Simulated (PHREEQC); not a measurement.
Consider water at 80 °C with 0.052 mol/kgw CuSO4, 0.46 mol/kgw HCl and 8.4e-05 mol/kgw H3BO3. Closed to the air; pH follows from the charge balance.

All values are PHREEQC results (ion-association model, wateq4f.dat), not measurements.

```tsv
quantity	before	after
pH	0.52	0.51
ionic strength (mol/kgw)	0.487	0.496
Cl- (mol/kgw)	0.418	0.422
HSO4- (mol/kgw)	0.0503	0.0498
SO4-2 (mol/kgw)	0.00149	0.00191
```

Question: What was changed between the two runs?
A) diluted 5-fold with water
B) CuSO4 from 0.052 to 0.026 mol/kgw
C) diluted 100-fold with water
D) 0.59 mol/kgw LiNO3 added
E) temperature from 80 to 70 °C

Answer: E, temperature from 80 to 70 °C

This is a speciation only: nothing precipitates in the calculation. At this temperature some constants are extrapolated from 25 °C, and those without enthalpy data are left unchanged.
